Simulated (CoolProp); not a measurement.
The numbers come from the reference Helmholtz-energy equation of state, Zhou 2012 in CoolProp.

Problem. For m-xylene, give the phase and the density (kg/m³), cv (kJ/(kg K)), Joule-Thomson coefficient (K/MPa), isothermal compressibility (1/MPa) at 414.5 K and 10.4 MPa.

Solution. 
- 414.5 K and 10.4 MPa: liquid; density 768, cv 1.68, Joule-Thomson coefficient -0.321, isothermal compressibility 0.00177
